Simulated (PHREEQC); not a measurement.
Make-up at 25 °C: 11 mmol/kgw KHCO3, 7 mmol/kgw Na2CO3 and 0.079 mmol/kgw NaCl. Closed to the air; pH follows from the charge balance.

Equilibrium calculation in PHREEQC: ion-association model, phreeqc.dat.

The pH comes out as 9.87, the ionic strength comes out as 0.0303 mol/kgw and the specific conductance is 2480 µS/cm. The total alkalinity comes out as 25.0 meq/kg.

```csv
species,molality,activity,log γ
Na+,0.0132,0.0113,-0.070
HCO3-,0.0110,0.00943,-0.068
K+,0.0110,0.00929,-0.074
CO3-2,0.00611,0.00327,-0.271
NaCO3-,0.000807,0.000685,-0.071
OH-,8.87e-5,7.48e-5,-0.074
Cl-,7.90e-5,6.68e-5,-0.073
NaHCO3,5.93e-5,5.97e-5,0.003
CO2,2.85e-6,2.87e-6,0.003
```

No solid was allowed to form.
